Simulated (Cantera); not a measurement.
What does this Cantera script print?

```python
import numpy as np
import cantera as ct

gas = ct.Solution("gri30.yaml")
gas.TPX = 1025, 2666, {'H2': 0.095, 'O2': 1}
reactor = ct.IdealGasConstPressureReactor(gas, energy="off", clone=False)
net = ct.ReactorNet([reactor])
net.rtol, net.atol = 1e-08, 1e-18
show = ['H2', 'O2', 'H', 'O', 'OH', 'HO2', 'H2O2']
times = np.geomspace(2e-05, 80, 10)

steps = ct.SolutionArray(gas, extra=["t"])
rows = []
print(f"{'t/s':>10s}{'T/K':>9s}{'P/Pa':>11s}" + "".join(f"{s:>11s}" for s in show))
for t in times:
    while net.time < t:
        t_next = net.step()
        steps.append(gas.state, t=t_next)
    rows.append([np.interp(t, steps.t, y) for y in (steps.T, steps.P, *steps(*show).X.T)])
    print(f"{t:10.3e}{rows[-1][0]:9.1f}{rows[-1][1]:11.4g}" + "".join(f"{x:11.3e}" for x in rows[-1][2:]))
rate = np.gradient(steps.T, steps.t)
print("integrator steps:", len(steps.t))
if steps.T.max() > steps.T[0] + 200:
    print(f"time of steepest temperature rise: {steps.t[rate.argmax()]:.4e} s")
gas.TPX = 1025, 2666, {'H2': 0.095, 'O2': 1}
gas.equilibrate("TP")
print(f"equilibrium (TP): T = {gas.T:.1f} K  " + "  ".join(f"{s} {gas[s].X[0]:.3e}" for s in show))
```

Output:

```
       t/s      T/K       P/Pa         H2         O2          H          O         OH        HO2       H2O2
 2.000e-05   1025.0       2666  8.676e-02  9.132e-01  5.294e-11  8.839e-12  7.564e-12  6.011e-11  1.441e-15
 1.083e-04   1025.0       2666  8.676e-02  9.132e-01  3.008e-10  2.066e-10  1.193e-10  3.300e-10  4.256e-14
 5.863e-04   1025.0       2666  8.676e-02  9.132e-01  3.091e-08  3.312e-08  1.554e-08  2.985e-09  1.537e-12
 3.175e-03   1025.0       2666  4.979e-03  8.782e-01  1.876e-02  2.254e-02  3.597e-03  1.832e-05  5.293e-07
 1.719e-02   1025.0       2666  1.593e-04  9.077e-01  1.597e-04  1.364e-03  5.370e-04  7.617e-06  3.268e-07
 9.308e-02   1025.0       2666  4.767e-06  9.092e-01  9.491e-07  4.535e-05  9.635e-05  8.484e-07  1.193e-07
 5.040e-01   1025.0       2666  2.203e-07  9.093e-01  1.634e-08  3.012e-06  2.508e-05  7.817e-08  2.714e-08
 2.729e+00   1025.0       2666  2.087e-08  9.093e-01  6.462e-10  3.507e-07  8.532e-06  1.015e-08  5.721e-09
 1.478e+01   1025.0       2666  2.916e-09  9.093e-01  3.777e-11  5.292e-08  3.306e-06  1.878e-09  1.157e-09
 8.000e+01   1025.0       2666  4.867e-10  9.093e-01  2.694e-12  9.096e-09  1.369e-06  9.946e-10  2.291e-10
integrator steps: 1885
equilibrium (TP): T = 1025.0 K  H2 1.060e-10  O2 9.093e-01  H 2.766e-13  O 1.940e-09  OH 6.316e-07  HO2 1.589e-09  H2O2 5.435e-11
```

Detailed kinetics in Cantera: GRI-Mech 3.0 (53 species, 325 reactions). Radical loss at walls, strong at low pressure, is not modelled. The temperature is held fixed by assumption; the heat of reaction is taken as removed at once.
